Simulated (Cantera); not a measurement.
A perfectly stirred reactor is fed with CO : O2 : H2O : N2 = 0.0088 : 0.041 : 0.0019 : 1 (molar parts), equivalence ratio 0.11, at 30000 Pa; it is held at 1448 K, and followed from long to short residence time.

Cantera simulation using GRI-Mech 3.0 (53 species, 325 reactions); the numbers are that mechanism's predictions, not measurements.

Question: Predict: x(CO) at τ = 13.0 s; x(O2) at τ = 13.0 s; x(H2O) at τ = 13.0 s; x(N2O) at τ = 13.0 s; x(O) at τ = 13.0 s; x(CO) at τ = 0.230 s; x(O2) at τ = 0.230 s; x(H2O) at τ = 0.230 s; x(N2O) at τ = 0.230 s; x(O) at τ = 0.230 s.

Answer: 
| Property | Result |
|---|---|
| x(CO) at τ = 13.0 s | 2.81e-5 |
| x(O2) at τ = 13.0 s | 0.0349 |
| x(H2O) at τ = 13.0 s | 0.00180 |
| x(N2O) at τ = 13.0 s | 3.35e-7 |
| x(O) at τ = 13.0 s | 2.50e-5 |
| x(CO) at τ = 0.230 s | 0.000411 |
| x(O2) at τ = 0.230 s | 0.0350 |
| x(H2O) at τ = 0.230 s | 0.00173 |
| x(N2O) at τ = 0.230 s | 4.60e-7 |
| x(O) at τ = 0.230 s | 0.000329 |
